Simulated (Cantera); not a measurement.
## Transport properties of process gases

Gas mixture: CH₃OH : N₂ : C₂H₂ : C₂H₄ = 0.27 : 0.55 : 0.88 : 0.91 (molar parts), at 1.40 bar, frozen composition.

Cantera's kinetic-theory transport with the Lennard-Jones parameters of GRI-Mech 3.0, ideal gas; thermal conductivity in the mixture-averaged form. Polar gases are described roughly by these parameters. The composition is frozen, though it would react at the higher temperatures.

```csv
T (K),ρ (kg/m³),cp (J/kg/K),μ (µPa s),λ (mW/m/K),Pr,D (cm²/s) OH,D (cm²/s) CO₂,D (cm²/s) N₂
400,1.17,1685,14.9,33.5,0.747,0.314,0.155,0.199
500,0.935,1892,18.0,45.0,0.757,0.465,0.235,0.296
600,0.780,2075,20.9,56.5,0.766,0.637,0.328,0.408
700,0.668,2229,23.6,68.0,0.772,0.830,0.431,0.532
800,0.585,2358,26.1,79.3,0.776,1.04,0.546,0.669
900,0.520,2473,28.5,90.4,0.779,1.27,0.671,0.818
1000,0.468,2588,30.7,101,0.785,1.52,0.805,0.978
1100,0.425,2681,32.9,112,0.788,1.78,0.948,1.15
```
D: mixture-averaged diffusion coefficient of that species in the mixture.
